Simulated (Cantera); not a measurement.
Input (Python, Cantera):

```python
import numpy as np
import cantera as ct

gas = ct.Solution("gri30.yaml", transport_model="mixture-averaged")
show = ['CH3', 'NH3', 'CH4']

rows = []
print(f"{'T/K':>7s}{'rho':>11s}{'cp':>10s}{'mu':>11s}{'lambda':>11s}{'Pr':>7s}" + "".join(f"{'D_' + s:>11s}" for s in show))
for T in [400, 600, 800, 1000, 1200, 1400, 1600, 1800, 2000]:
    gas.TPX = T, 100000, {'N2O': 0.98, 'N2': 0.23}
    Pr = gas.cp_mass * gas.viscosity / gas.thermal_conductivity
    D = [gas.mix_diff_coeffs_mole[gas.species_index(s)] for s in show]
    rows.append([gas.density, gas.cp_mass, gas.viscosity, gas.thermal_conductivity, Pr, *D])
    print(f"{T:7g}{gas.density:11.4e}{gas.cp_mass:10.1f}{gas.viscosity:11.4e}"
          f"{gas.thermal_conductivity:11.4e}{Pr:7.3f}" + "".join(f"{d:11.4e}" for d in D))
print("SI units: kg/m3, J/kg/K, Pa s, W/m/K, m2/s")
```

Output:

```
    T/K        rho        cp         mu     lambda     Pr      D_CH3      D_NH3      D_CH4
    400 1.2319e+00     980.2 1.9910e-05 2.6724e-02  0.730 3.0945e-05 3.0077e-05 3.0749e-05
    600 8.2130e-01    1097.8 2.7719e-05 4.1526e-02  0.733 6.3640e-05 6.4981e-05 6.3198e-05
    800 6.1597e-01    1182.4 3.4397e-05 5.5300e-02  0.735 1.0468e-04 1.0994e-04 1.0392e-04
   1000 4.9278e-01    1243.6 4.0341e-05 6.8071e-02  0.737 1.5311e-04 1.6359e-04 1.5198e-04
   1200 4.1065e-01    1282.5 4.5766e-05 7.9975e-02  0.734 2.0832e-04 2.2507e-04 2.0675e-04
   1400 3.5198e-01    1314.4 5.0806e-05 9.1143e-02  0.733 2.6986e-04 2.9374e-04 2.6781e-04
   1600 3.0799e-01    1340.3 5.5546e-05 1.0168e-01  0.732 3.3737e-04 3.6915e-04 3.3480e-04
   1800 2.7377e-01    1361.1 6.0047e-05 1.1169e-01  0.732 4.1059e-04 4.5095e-04 4.0745e-04
   2000 2.4639e-01    1377.7 6.4352e-05 1.2122e-01  0.731 4.8930e-04 5.3889e-04 4.8554e-04
SI units: kg/m3, J/kg/K, Pa s, W/m/K, m2/s
```

Model: GRI-Mech 3.0 (53 species, 325 reactions), integrated in Cantera. The composition is frozen, though it would react at the higher temperatures.
